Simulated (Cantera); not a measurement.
Input (Python, Cantera):

```python
import numpy as np
import cantera as ct

gas = ct.Solution("SiF4_NH3_mec.yaml", "gas")
gas.TPX = 1625, 100000, {'NH3': 1, 'N2': 0.019}
reactor = ct.IdealGasConstPressureReactor(gas, energy="off", clone=False)
net = ct.ReactorNet([reactor])
net.rtol, net.atol = 1e-08, 1e-18
show = ['NH3', 'N2H4', 'H', 'NH', 'N2', 'H2', 'N2H2']
times = np.geomspace(0.0003, 200, 13)

steps = ct.SolutionArray(gas, extra=["t"])
rows = []
print(f"{'t/s':>10s}{'T/K':>9s}{'P/Pa':>11s}" + "".join(f"{s:>11s}" for s in show))
for t in times:
    while net.time < t:
        t_next = net.step()
        steps.append(gas.state, t=t_next)
    rows.append([np.interp(t, steps.t, y) for y in (steps.T, steps.P, *steps(*show).X.T)])
    print(f"{t:10.3e}{rows[-1][0]:9.1f}{rows[-1][1]:11.4g}" + "".join(f"{x:11.3e}" for x in rows[-1][2:]))
rate = np.gradient(steps.T, steps.t)
print("integrator steps:", len(steps.t))
if steps.T.max() > steps.T[0] + 200:
    print(f"time of steepest temperature rise: {steps.t[rate.argmax()]:.4e} s")
gas.TPX = 1625, 100000, {'NH3': 1, 'N2': 0.019}
gas.equilibrate("TP")
print(f"equilibrium (TP): T = {gas.T:.1f} K  " + "  ".join(f"{s} {gas[s].X[0]:.3e}" for s in show))
```

It prints:

```
       t/s      T/K       P/Pa        NH3       N2H4          H         NH         N2         H2       N2H2
 3.000e-04   1625.0      1e+05  9.813e-01  3.073e-08  8.391e-09  3.361e-08  1.865e-02  2.133e-05  8.056e-08
 9.172e-04   1625.0      1e+05  9.811e-01  1.945e-07  1.742e-08  1.719e-07  1.866e-02  9.548e-05  5.650e-07
 2.804e-03   1625.0      1e+05  9.806e-01  3.273e-07  4.450e-08  2.636e-07  1.878e-02  4.963e-04  9.728e-07
 8.572e-03   1625.0      1e+05  9.789e-01  3.272e-07  1.151e-07  2.697e-07  1.920e-02  1.815e-03  9.744e-07
 2.621e-02   1625.0      1e+05  9.736e-01  3.217e-07  3.282e-07  2.830e-07  2.049e-02  5.822e-03  9.626e-07
 8.012e-02   1625.0      1e+05  9.577e-01  3.079e-07  9.631e-07  3.112e-07  2.435e-02  1.783e-02  9.275e-07
 2.449e-01   1625.0      1e+05  9.120e-01  2.786e-07  2.795e-06  3.474e-07  3.545e-02  5.245e-02  8.314e-07
 7.489e-01   1625.0      1e+05  7.943e-01  2.222e-07  7.702e-06  3.596e-07  6.405e-02  1.415e-01  6.188e-07
 2.289e+00   1625.0      1e+05  5.635e-01  1.304e-07  1.856e-05  3.159e-07  1.201e-01  3.162e-01  3.147e-07
 6.999e+00   1625.0      1e+05  2.871e-01  4.354e-08  3.496e-05  2.122e-07  1.873e-01  5.255e-01  9.133e-08
 2.140e+01   1625.0      1e+05  1.065e-01  7.591e-09  4.960e-05  1.007e-07  2.312e-01  6.622e-01  1.487e-08
 6.542e+01   1625.0      1e+05  3.394e-02  8.760e-10  5.726e-05  3.659e-08  2.488e-01  7.172e-01  1.681e-09
 2.000e+02   1625.0      1e+05  1.063e-02  8.998e-11  6.007e-05  1.202e-08  2.545e-01  7.348e-01  1.718e-10
integrator steps: 1558
equilibrium (TP): T = 1625.0 K  NH3 1.403e-05  N2H4 1.603e-16  H 6.121e-05  NH 1.614e-11  N2 2.570e-01  H2 7.429e-01  N2H2 3.153e-14
```

Detailed kinetics in Cantera: the gas-phase N/H chemistry of the illustrative SiF4/NH3 mechanism in the Surface Chemkin manual (1991). Walls and surfaces, which speed up NH3 decomposition in real reactors, are not modelled.
